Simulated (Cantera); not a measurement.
A closed system holds: 1 mol Fe, 7.5 mol CO, 7.2 mol H₂, 1.9 mol H₂S, held at 0.00110 bar.

Equilibrium computed with Cantera from the NASA thermochemical tables; the gas is ideal and each condensed phase is pure. Candidate condensed phases: C, C₆H₆, C₇H₈, C₈H₁₈, Fe, Fe(CO)₅, FeO, Fe(OH)₂, Fe(OH)₃, FeS, FeSO₄, FeS₂, Fe₂O₃, Fe₂(SO₄)₃, Fe₃O₄, H₂O, H₂SO₄, S; 127 gas species. Metal and sulfide melt together well below either melting point, which pure phases cannot show. Mutual solubility and eutectic melting of coexisting phases are not modelled. FeS: taken at fixed stoichiometry. Gases not in the tables: S₃ to S₇. Equilibrium is a limit: real reactors are often held back by kinetics, nucleation or transport.

Q: What share of the Fe ends up in condensed phases as a function of T (K), at 1175, 1225, 1275, 1325, 1375, 1425, 1475, 1525, 1575, 1625, 1675, 1725, 1775, 1825?

A: 
```
T (K)  Fe condensed (%)              as
-----  ----------------  --------------
1175              100.0          FeS(s)
1225              100.0          FeS(s)
1275              100.0          FeS(s)
1325              100.0          FeS(s)
1375              100.0          FeS(s)
1425              100.0          FeS(s)
1475               99.9          FeS(l)
1525               99.6          FeS(l)
1575               98.9  Fe(γ) + FeS(l)
1625               97.2           Fe(γ)
1675               93.4           Fe(δ)
1725               84.8           Fe(δ)
1775               66.8           Fe(δ)
1825               30.2           Fe(l)
```
